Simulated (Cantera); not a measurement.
A closed system holds: 1 mol SiF4, 5.6 mol O3, 4.7 mol H2, 0.72 mol H2O, held at 1448 K and 100000 Pa.

Method: chemical equilibrium by Gibbs-energy minimisation in Cantera with the NASA 1993 tables (ideal gas, pure condensed phases). Candidate condensed phases: H2O, Si, SiO2; 38 gas species. The tables hold silica as quartz up to 1696 K and as liquid above; real silica turns to tridymite and cristobalite and melts near 1996 K. Gases not in the tables: Si(OH)4. Kinetics and transport are ignored.

Base state: O2 0.452, HF 0.274, H2O 0.268, SiF4 0.00625, OH 9.70e-5 (mole fractions); condensed: SiO2(β-quartz).

Question: What changes in the equilibrium state with this change: SiF4 replaced by SiH4?

Answer: 
```json
[
 {"species": "H2O", "before": "0.268", "after": "0.647"},
 {"species": "O2", "before": "0.452", "after": "0.353"},
 {"species": "OH", "before": "9.70e-5", "after": "0.000142"},
 {"species": "HF", "before": "0.274", "after": "0"},
 {"species": "SiF4", "before": "0.00625", "after": "0"},
 {"species": "SiO2(β-quartz), mol", "before": "0.916", "after": "1.00"}
]
```
